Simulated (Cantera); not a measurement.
An adiabatic, constant-volume homogeneous reactor starts with 5.33 % CH4, 0.479 % H2, 18.5 % O2, 69.3 % N2, 4.74 % H2O, 1.70 % CO2, equivalence ratio 0.59, at 1750 K and 0.987 atm.

Model: GRI-Mech 3.0 (53 species, 325 reactions), integrated in Cantera.

Task: Predict: time of steepest temperature rise; temperature at 0.400 s; equilibrium temperature; x(H2) at 0.400 s; x(O2) at 0.400 s; x(H2O2) at 0.400 s; x(H) at 0.400 s.

Result: 
```json
{
  "time_of_steepest_temperature_rise": "0.118 ms",
  "temperature at 0.400 s": "2696 K",
  "equilibrium_temperature": "2696 K",
  "x(H2) at 0.400 s": "0.00604 (gas-phase equilibrium 0.00604)",
  "x(O2) at 0.400 s": "0.0689 (gas-phase equilibrium 0.0689)",
  "x(H2O2) at 0.400 s": "4.72e-7 (gas-phase equilibrium 4.72e-7)",
  "x(H) at 0.400 s": "0.00349 (gas-phase equilibrium 0.00349)"
}
```
